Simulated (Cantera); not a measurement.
An adiabatic, constant-volume homogeneous reactor starts with 23.4 % H2, 12.2 % O2, 64.5 % N2, equivalence ratio 0.96, at 1725 K and 810000 Pa.

Detailed kinetics in Cantera: GRI-Mech 3.0 (53 species, 325 reactions). The hydrogen kinetics of GRI-Mech 3.0 are dated; newer H2 mechanisms differ, most at raised pressure. Above 3000 K some thermodynamic fits are extrapolated.

Problem. Predict: time of steepest temperature rise; temperature at 3.00 s; equilibrium temperature; x(H2) at 3.00 s; x(O2) at 3.00 s; x(HO2) at 3.00 s; x(H) at 3.00 s; x(H2O2) at 3.00 s; x(NO) at 3.00 s; x(NO2) at 3.00 s.

Solution. 
```
Item                                                                 Value
---------------------------------  ---------------------------------------
time of steepest temperature rise                                  1.09 µs
temperature at 3.00 s                                               3117 K
equilibrium temperature                                             3117 K
x(H2) at 3.00 s                      0.0346 (gas-phase equilibrium 0.0346)
x(O2) at 3.00 s                      0.0111 (gas-phase equilibrium 0.0111)
x(HO2) at 3.00 s                   1.56e-5 (gas-phase equilibrium 1.56e-5)
x(H) at 3.00 s                       0.0114 (gas-phase equilibrium 0.0114)
x(H2O2) at 3.00 s                  1.61e-6 (gas-phase equilibrium 1.61e-6)
x(NO) at 3.00 s                      0.0119 (gas-phase equilibrium 0.0119)
x(NO2) at 3.00 s                   5.34e-6 (gas-phase equilibrium 5.34e-6)
```
